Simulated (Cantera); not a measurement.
## SiC + Si + H2 + C (sublimation and decomposition of ceramics)

Charge: 1 mol SiC, 0.081 mol Si, 0.034 mol H2, 0.009 mol C, held at 2100 Pa.

Method: chemical equilibrium by Gibbs-energy minimisation in Cantera with the NASA 1993 tables (ideal gas, pure condensed phases). Candidate condensed phases: C, C6H6, C7H8, C8H18, Si, SiC; 87 gas species. Mutual solubility and eutectic melting of coexisting phases are not modelled. Gases not in the tables: Si2H6 and higher silanes. Equilibrium is a limit: real reactors are often held back by kinetics, nucleation or transport.

From 1798 K to 2298 K the condensed part is Si(l) + SiC(s). The main Si-bearing gas is Si throughout.

| T (K) | log p H2 | log p H | log p Si | log p Si2C | log p SiH | n Si(l) | n SiC(s) |
|---|---|---|---|---|---|---|---|
| 1798 | -1.68 | -4.29 | -5.51 | -7.49 | -6.29 | 0.0720 | 1.01 |
| 1848 | -1.68 | -4.12 | -5.20 | -7.07 | -6.04 | 0.0720 | 1.01 |
| 1898 | -1.68 | -3.95 | -4.91 | -6.67 | -5.81 | 0.0720 | 1.01 |
| 1948 | -1.68 | -3.79 | -4.63 | -6.29 | -5.59 | 0.0720 | 1.01 |
| 1998 | -1.68 | -3.64 | -4.37 | -5.94 | -5.38 | 0.0719 | 1.01 |
| 2048 | -1.69 | -3.49 | -4.12 | -5.60 | -5.18 | 0.0719 | 1.01 |
| 2098 | -1.69 | -3.36 | -3.88 | -5.28 | -4.99 | 0.0717 | 1.01 |
| 2148 | -1.70 | -3.23 | -3.66 | -4.97 | -4.81 | 0.0716 | 1.01 |
| 2198 | -1.70 | -3.11 | -3.44 | -4.68 | -4.65 | 0.0713 | 1.01 |
| 2248 | -1.71 | -2.99 | -3.24 | -4.40 | -4.49 | 0.0708 | 1.01 |
| 2298 | -1.73 | -2.88 | -3.04 | -4.13 | -4.34 | 0.0701 | 1.01 |
log p: log10 of the partial pressure in bar; n: condensed amount in mol.
